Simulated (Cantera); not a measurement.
Charge: 1 mol V, 3.4 mol N2O, 410 mol H2, equilibrated at 0.00105 Torr.

Method: chemical equilibrium by Gibbs-energy minimisation in Cantera with the NASA 1993 tables (ideal gas, pure condensed phases). Candidate condensed phases: H2O, V, VN, VO, V2O3, V2O4, V2O5; 28 gas species. Equilibrium is a limit: real reactors are often held back by kinetics, nucleation or transport.

Q: At 2275 K, list the 7 most abundant gas species with their mole fractions, and the condensed phases.

A: H 0.973, H2 0.0184, N2 0.00418, O 0.00358, V 0.000772, VO 0.000429, OH 9.86e-5. Condensed: gas only.
